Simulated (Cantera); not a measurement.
An isothermal, constant-pressure homogeneous reactor starts with CH4 : H2O : H2 = 1 : 1.9 : 1.5 (molar parts), at 1550 K and 150000 Pa. Integrator tolerance rtol = 1e-08.

Computed with Cantera and GRI-Mech 3.0 (53 species, 325 reactions).

Problem. What does this change do: CH4 1 to 6.9 parts?

Solution. 
```tsv
quantity	before	after
x(CH4) at 20.0 s	0.0308 (gas-phase equilibrium 2.20e-6)	0.119 (gas-phase equilibrium 0.117)
x(H2O) at 20.0 s	0.183 (gas-phase equilibrium 0.131)	0.00871 (gas-phase equilibrium 1.65e-6)
x(H2) at 20.0 s	0.655 (gas-phase equilibrium 0.713)	0.673 (gas-phase equilibrium 0.681)
x(O) at 20.0 s	4.82e-12 (gas-phase equilibrium 3.51e-12)	<1e-12 (gas-phase equilibrium <1e-12)
x(CO) at 20.0 s	0.113 (gas-phase equilibrium 0.147)	0.104 (gas-phase equilibrium 0.112)
x(CH2O) at 20.0 s	1.00e-7 (gas-phase equilibrium 6.81e-8)	5.31e-8 (gas-phase equilibrium 4.99e-8)
x(C2H6) at 20.0 s	5.66e-6 (gas-phase equilibrium <1e-12)	8.54e-5 (gas-phase equilibrium 8.22e-5)
```
GRI-Mech 3.0 stops at C3 and has no aromatics, soot or wall deposition, so with more carbon than oxygen in the feed, carbon stays in small species such as C2H2 where larger ones or solid carbon would form.
